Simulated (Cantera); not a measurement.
Input: 1 mol FeS₂, 0.15 mol SO₂, 5.9 mol H₂O, held at 1200 °C.

Method: chemical equilibrium by Gibbs-energy minimisation in Cantera with the NASA 1993 tables (ideal gas, pure condensed phases). Candidate condensed phases: Fe, FeO, Fe(OH)₂, Fe(OH)₃, FeS, FeSO₄, FeS₂, Fe₂O₃, Fe₂(SO₄)₃, Fe₃O₄, H₂O, H₂SO₄, S; 22 gas species. Metal and sulfide melt together well below either melting point, which pure phases cannot show. Mutual solubility and eutectic melting of coexisting phases are not modelled. The tables' stoichiometric FeO is somewhat more stable than real wüstite, so its field is too wide. FeO, FeS: taken at fixed stoichiometry. Kinetics and transport are ignored.

### Question
Which condensed phases are stable at each of these points (P (Pa)): 1000, 4600, 21000, 96000, 440000, 2000000?

### Answer
```csv
P (Pa),condensed phases,Fe condensed (%)
1000,FeO(s) + FeS(l),100.0
4600,FeO(s) + FeS(l),100.0
21000,FeO(s) + FeS(l),100.0
96000,FeS(l),100.0
440000,FeS(l),100.0
2000000,FeS(l),100.0
```

From 10.0 mbar to 0.210 bar the condensed part is FeO(s) + FeS(l). From 0.960 bar to 20.0 bar the condensed part is FeS(l).
